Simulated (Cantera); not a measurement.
Input: 1 mol C, 0.1 mol H2O, 13 mol N2, equilibrated at 723 K and 101000 Pa.

These are equilibrium values from Cantera (NASA tables, ideal gas, pure condensed phases), not measurements of a reactor. Candidate condensed phases: C, C6H6, C7H8, C8H18, H2O; 136 gas species. Kinetics and transport are ignored.

**Question.** What is the equilibrium state?

**Answer.** 
```
Quantity            Value
--------------  ---------
x(N2)               0.989
x(H2)             0.00576
x(CO2)            0.00244
x(H2O)            0.00148
x(CO)             0.00124
x(CH4)           0.000180
x(NH3)            3.09e-6
n(C(graphite))  0.949 mol
gas amount      13.15 mol
```
